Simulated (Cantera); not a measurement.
An adiabatic, constant-pressure homogeneous reactor starts with CH4 : H2 : O2 : N2 = 1 : 1.2 : 1.18 : 4.44 (molar parts), equivalence ratio 2.2, at 1650 K and 10.0 bar.

Cantera simulation using GRI-Mech 3.0 (53 species, 325 reactions); the numbers are that mechanism's predictions, not measurements.

Problem. Predict: time of steepest temperature rise; temperature at 7.00 s; equilibrium temperature; x(CH4) at 7.00 s; x(H2) at 7.00 s; x(O2) at 7.00 s; x(N2O) at 7.00 s; x(OH) at 7.00 s.

Solution. 
| Property | Result |
|---|---|
| time of steepest temperature rise | 12.4 µs |
| temperature at 7.00 s | 2697 K |
| equilibrium temperature | 2697 K |
| x(CH4) at 7.00 s | 1.15e-9 (gas-phase equilibrium 1.30e-9) |
| x(H2) at 7.00 s | 0.219 (gas-phase equilibrium 0.219) |
| x(O2) at 7.00 s | 9.17e-6 (gas-phase equilibrium 9.17e-6) |
| x(N2O) at 7.00 s | 2.40e-8 (gas-phase equilibrium 2.40e-8) |
| x(OH) at 7.00 s | 0.00141 (gas-phase equilibrium 0.00141) |
